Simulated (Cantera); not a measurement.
An isothermal, constant-pressure homogeneous reactor starts with H2 : O2 : N2 = 1.6 : 1 : 13 (molar parts), equivalence ratio 0.80, at 1423 K and 0.590 bar.

Detailed kinetics in Cantera: the H2/O2 subset of GRI-Mech 3.0, which has no nitrogen chemistry. The temperature is held fixed by assumption; the heat of reaction is taken as removed at once.

One state of this run: x H2 = 7.79e-7; x O2 = 0.0135; x OH = 2.31e-5; x H = 7.69e-9; x HO2 = 1.27e-8; x H2O2 = 1.25e-9; x O = 2.05e-7. x: mole fraction; the columns are a selection and need not sum to one.

**Question.** Which value of t (s) does it belong to?
(A) 8.71
(B) 0.000500
(C) 0.224
(D) 0.00574

**Answer.** A, 8.71
